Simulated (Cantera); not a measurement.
Cantera run:

```python
import numpy as np
import cantera as ct

gas_names = """
    CL CL2 H HCL H2 N NH NH2 NH3 N2 N2H2 N2H4 Si SiCL SiCL2 SiCL3 SiCL4 SiH SiHCL3 SiH2 SiH2CL2 SiH3
    SiH3CL SiH4 SiN Si2 Si2N Si3
""".split()
cond_names = """
    NH4CL(a) NH4CL(b) Si(cr) Si(L) Si3N4(a)
""".split()


def load(file, names, dense=False):
    # The tables refer to 1 bar. Condensed volumes are neglected.
    table = {s.name: s for s in ct.Species.list_from_file(file)}
    out = []
    for n in names:
        d = dict(table[n].input_data)
        d["thermo"] = dict(d["thermo"], **{"reference-pressure": 1e5})
        if dense:
            d["equation-of-state"] = {"model": "constant-volume", "density": "1e6 g/cm^3"}
        out.append(ct.Species.from_dict(d))
    return out


gas = ct.Solution(thermo="ideal-gas", species=load("nasa_gas.yaml", gas_names))
cond = {s.name: ct.Solution(thermo="fixed-stoichiometry", species=[s], name=s.name)
        for s in load("nasa_condensed.yaml", cond_names, dense=True)}
atoms = {
    'SiH2Cl2': {'Si': 1, 'H': 2, 'CL': 2},
    'N2': {'N': 2},
}
top_T = {'Si3N4(a)': 2400}  # K; cautious upper limits of use, not melting points


def equilibrate(T, P, feed):
    n = {}
    for name, mol in feed.items():
        for a, k in atoms[name].items():
            n[a] = n.get(a, 0.0) + k * mol
    gas.TPX = T, P, n
    mass = sum(n.values()) * gas.mean_molecular_weight
    gas.equilibrate("TP")
    valid = [c for c in cond.values() if c.min_temp <= T <= top_T.get(c.name, c.max_temp)]
    mix = ct.Mixture([(gas, mass / gas.mean_molecular_weight)] + [(c, 0.0) for c in valid])
    mix.T, mix.P = T, P
    mix.equilibrate("TP", solver="vcs", rtol=1e-11, max_steps=5000)
    return mix


results = []
feed = {'SiH2Cl2': 1, 'N2': 6.2}  # mol
P = 600  # Pa
for T in [948, 998, 1048, 1098, 1148, 1198, 1248, 1298, 1348, 1398, 1448, 1498, 1548]:
    mix = equilibrate(T, P, feed)
    results.append((T, P, feed, dict(zip(mix.species_names, mix.species_moles))))
    x = sorted(zip(gas.X, gas.species_names), reverse=True)
    print(f"T = {T:g} K  P = {P:g} Pa  gas = {mix.phase_moles(0):.4g} mol")
    print("   x: " + "  ".join(f"{s} {v:.3e}" for v, s in x if v > 1e-06))
    print("   condensed (mol): " + ("  ".join(f"{mix.phase(i).name} {mix.phase_moles(i):.4g}"
          for i in range(1, mix.n_phases) if mix.phase_moles(i) > 1e-12) or "none"))
```

Result:

```
T = 948 K  P = 600 Pa  gas = 7.471 mol
   x: N2 7.575e-01  HCL 1.670e-01  H2 5.035e-02  SiCL4 2.515e-02  SiHCL3 3.415e-05  SiCL3 1.687e-05
   condensed (mol): Si3N4(a) 0.2706
T = 998 K  P = 600 Pa  gas = 7.473 mol
   x: N2 7.566e-01  HCL 1.708e-01  H2 4.838e-02  SiCL4 2.413e-02  SiHCL3 4.737e-05  SiCL3 4.714e-05  SiCL2 2.258e-06
   condensed (mol): Si3N4(a) 0.273
T = 1048 K  P = 600 Pa  gas = 7.476 mol
   x: N2 7.558e-01  HCL 1.742e-01  H2 4.665e-02  SiCL4 2.320e-02  SiCL3 1.191e-04  SiHCL3 6.357e-05  SiCL2 1.119e-05
   condensed (mol): Si3N4(a) 0.275
T = 1098 K  P = 600 Pa  gas = 7.478 mol
   x: N2 7.551e-01  HCL 1.771e-01  H2 4.515e-02  SiCL4 2.231e-02  SiCL3 2.752e-04  SiHCL3 8.278e-05  SiCL2 4.773e-05
   condensed (mol): Si3N4(a) 0.2767
T = 1148 K  P = 600 Pa  gas = 7.481 mol
   x: N2 7.544e-01  HCL 1.795e-01  H2 4.389e-02  SiCL4 2.136e-02  SiCL3 5.872e-04  SiCL2 1.782e-04  SiHCL3 1.048e-04
   condensed (mol): Si3N4(a) 0.2779
T = 1198 K  P = 600 Pa  gas = 7.487 mol
   x: N2 7.538e-01  HCL 1.812e-01  H2 4.289e-02  SiCL4 2.022e-02  SiCL3 1.161e-03  SiCL2 5.899e-04  SiHCL3 1.287e-04  CL 1.863e-06
   condensed (mol): Si3N4(a) 0.2782
T = 1248 K  P = 600 Pa  gas = 7.498 mol
   x: N2 7.531e-01  HCL 1.820e-01  H2 4.230e-02  SiCL4 1.861e-02  SiCL3 2.120e-03  SiCL2 1.742e-03  SiHCL3 1.523e-04  CL 4.563e-06  H 1.240e-06
   condensed (mol): Si3N4(a) 0.2768
T = 1298 K  P = 600 Pa  gas = 7.52 mol
   x: N2 7.521e-01  HCL 1.811e-01  H2 4.236e-02  SiCL4 1.617e-02  SiCL2 4.571e-03  SiCL3 3.517e-03  SiHCL3 1.708e-04  CL 1.027e-05  H 2.847e-06
   condensed (mol): Si3N4(a) 0.2721
T = 1348 K  P = 600 Pa  gas = 7.561 mol
   x: N2 7.508e-01  HCL 1.772e-01  H2 4.357e-02  SiCL4 1.260e-02  SiCL2 1.050e-02  SiCL3 5.131e-03  SiHCL3 1.758e-04  CL 2.114e-05  H 6.235e-06
   condensed (mol): Si3N4(a) 0.2618
T = 1398 K  P = 600 Pa  gas = 7.625 mol
   x: N2 7.492e-01  HCL 1.689e-01  H2 4.662e-02  SiCL2 2.057e-02  SiCL4 8.220e-03  SiCL3 6.291e-03  SiHCL3 1.593e-04  CL 3.936e-05  H 1.319e-05
   condensed (mol): Si3N4(a) 0.2438
T = 1448 K  P = 600 Pa  gas = 7.704 mol
   x: N2 7.479e-01  HCL 1.553e-01  H2 5.205e-02  SiCL2 3.387e-02  SiCL3 6.295e-03  SiCL4 4.300e-03  SiHCL3 1.233e-04  CL 6.601e-05  H 2.715e-05
   condensed (mol): Si3N4(a) 0.2188
T = 1498 K  P = 600 Pa  gas = 7.784 mol
   x: N2 7.476e-01  HCL 1.377e-01  H2 5.957e-02  SiCL2 4.784e-02  SiCL3 5.273e-03  SiCL4 1.856e-03  CL 1.009e-04  SiHCL3 8.260e-05  H 5.415e-05  SiCL 2.544e-06
   condensed (mol): Si3N4(a) 0.1905
T = 1548 K  P = 600 Pa  gas = 7.855 mol
   x: N2 7.480e-01  HCL 1.183e-01  H2 6.806e-02  SiCL2 6.065e-02  SiCL3 3.936e-03  SiCL4 7.153e-04  CL 1.440e-04  H 1.037e-04  SiHCL3 5.025e-05  SiCL 8.093e-06
   condensed (mol): Si3N4(a) 0.1622
```

Equilibrium computed with Cantera from the NASA thermochemical tables; the gas is ideal and each condensed phase is pure. N2 is the only nitrogen source here; it is nearly inert below about 1500 K, so the nitride shown seldom forms there in practice. The tables' values for SiCl3 are old estimates; treat these amounts as uncertain.
